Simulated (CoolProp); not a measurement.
Properties of CH3F (R41) along the isobar 101 kPa (Tc = 317.3 K, pc = 5906 kPa, ω = 0.200).

Values from CoolProp's reference Helmholtz-energy equation of state, Lemmon 2006. It is a short technical equation, of lower accuracy than the large ones.

```csv
T (K),phase,density (kg/m³),cp (kJ/(kg K)),cv (kJ/(kg K)),speed of sound (m/s),Joule-Thomson coefficient (K/MPa),fugacity coefficient
221.1,gas,1.917,1.102,?,262.7,48.07,0.9761
234.7,gas,1.796,1.084,0.8120,271.2,38.79,0.9809
248.3,gas,1.692,1.079,0.8138,279.1,31.98,0.9845
261.9,gas,1.599,1.083,0.8220,286.5,?,0.9872
275.5,gas,1.517,1.092,?,?,22.89,0.9892
289.1,gas,1.443,1.107,0.8513,300.2,19.77,0.9908
302.7,gas,1.377,1.124,?,306.5,17.25,0.9921
316.3,gas,1.316,1.144,0.8923,312.7,15.19,0.9932
329.9,gas,1.261,1.167,0.9158,318.6,13.48,0.9941
343.5,gas,1.210,?,0.9408,324.2,12.03,0.9948
357,gas,1.163,1.216,0.9668,?,10.81,0.9954
370.6,gas,1.120,1.243,0.9939,335.1,9.754,0.9960
384.2,gas,1.080,1.270,1.022,340.4,8.839,0.9964
397.8,gas,1.043,1.298,1.050,345.5,8.041,0.9968
411.4,gas,1.008,1.326,1.079,350.6,7.342,0.9972
425,gas,0.9752,1.355,1.107,355.5,6.725,0.9975
```

**Question.** Some entries are withheld; supply them.

**Answer.** 
- 221.1, cv (kJ/(kg K)): 0.8198
- 261.9, Joule-Thomson coefficient (K/MPa): 26.85
- 275.5, cv (kJ/(kg K)): 0.8349
- 275.5, speed of sound (m/s): 293.5
- 302.7, cv (kJ/(kg K)): 0.8707
- 343.5, cp (kJ/(kg K)): 1.191
- 357, speed of sound (m/s): 329.7
